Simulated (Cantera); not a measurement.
A freely propagating, adiabatic, planar premixed flame of 25.0 % H2, 14.1 % O2, 60.6 % N2, 0.275 % H2O, equivalence ratio 0.89, unburnt at 300 K and 0.110 bar; mixture-averaged transport, grid criteria slope 0.08 and curve 0.16, no radiation.

Cantera simulation using the H2/O2 subset of GRI-Mech 3.0, which has no nitrogen chemistry; the numbers are that mechanism's predictions, not measurements. Burning velocities carry a grid error of a few per cent, more on coarse grids.

### Question
Predict: laminar burning velocity; thermal thickness; peak x(HO2); peak x(H2O2); peak x(OH); peak x(H).

### Answer
laminar burning velocity: 151 cm/s
thermal thickness: 6.54 mm
peak x(HO2): 0.000114
peak x(H2O2): 4.39e-5
peak x(OH): 0.0112
peak x(H): 0.0526
